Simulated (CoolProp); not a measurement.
Vapour-liquid equilibrium of benzene (1) + n-decane (2) at 138.85 °C; x and y are mole fractions of (1).

The numbers come from the multi-fluid Helmholtz-energy mixture model, Thol 2012 and Lemmon 2006; pair parameters Bell 2016 in CoolProp.

```
x     bubble pressure (bar)  y at the bubble point  dew pressure at overall composition x (bar)  liquid density (mol/L)
----  ---------------------  ---------------------  -------------------------------------------  ----------------------
0.05                 0.5790                  0.374                                          ___                   4.595
0.15                  1.006                  0.670                                       0.4375                   4.877
0.25                  1.441                  0.792                                       0.4911                   5.190
0.35                  1.871                  0.857                                       0.5595                   5.539
0.45                  2.292                  0.898                                       0.6497                   5.933
0.55                  2.702                    ___                                       0.7745                   6.381
0.65                  3.109                  0.948                                       0.9582                     ___
0.75                  3.520                  0.965                                        1.255                   7.493
0.85                  3.942                  0.981                                        1.814                   8.196
0.95                  4.382                  0.994                                        3.155                   9.036
```

Q: Some entries are withheld; supply them.

A: 
- 0.05, dew pressure at overall composition x (bar): 0.3944
- 0.55, y at the bubble point: 0.926
- 0.65, liquid density (mol/L): 6.895

No azeotrope shows between x = 0.05 and 0.95.

The pair parameters rest on a limited set of measurements; away from them the model extrapolates. The gap from Raoult's law changes sign with composition, which may be real or a fault of the pair parameters; it wasn't checked against measurements.
